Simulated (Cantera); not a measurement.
Standard-state values (1 bar) from the NASA 1993 polynomials, evaluated with Cantera. Values are per mole of reaction as written; species without (g) are pure solids or liquids, kept so even where they would boil at 1 bar.

2 Si(g) + 3 H₂(g) → 2 SiH₃(g)

| T (K) | ΔH° (kJ) | ΔS° (J/K) | ΔG° (kJ) | log10 K |
|---|---|---|---|---|
| 1700 | … | … | … | … |
| 1725 | … | … | … | … |
| 1750 | … | … | … | … |
| 1775 | … | … | … | … |
| 1800 | -488.2 | -321.1 | 89.9 | -2.61 |
| 1825 | -487.9 | -321.0 | 97.9 | -2.80 |
| 1850 | -487.6 | -320.8 | 105.9 | -2.99 |

### Question
Fill in the missing entries.

### Answer

- 1700, ΔH° (kJ): -489.3
- 1700, ΔS° (J/K): -321.8
- 1700, ΔG° (kJ): 57.7
- 1700, log10 K: -1.77
- 1725, ΔH° (kJ): -489.0
- 1725, ΔS° (J/K): -321.6
- 1725, ΔG° (kJ): 65.8
- 1725, log10 K: -1.99
- 1750, ΔH° (kJ): -488.7
- 1750, ΔS° (J/K): -321.4
- 1750, ΔG° (kJ): 73.8
- 1750, log10 K: -2.20
- 1775, ΔH° (kJ): -488.4
- 1775, ΔS° (J/K): -321.3
- 1775, ΔG° (kJ): 81.8
- 1775, log10 K: -2.41
